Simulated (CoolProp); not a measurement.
Values from CoolProp's reference Helmholtz-energy equation of state, Lemmon 2006. It is a short technical equation, of lower accuracy than the large ones.

Q: For carbon monoxide, give the phase and the cp (kJ/(kg K)), cv (kJ/(kg K)), speed of sound (m/s) at 26.05 °C and 0.146 MPa.

A: 
- 26.05 °C and 0.146 MPa: gas; cp 1.04, cv 0.744, speed of sound 353
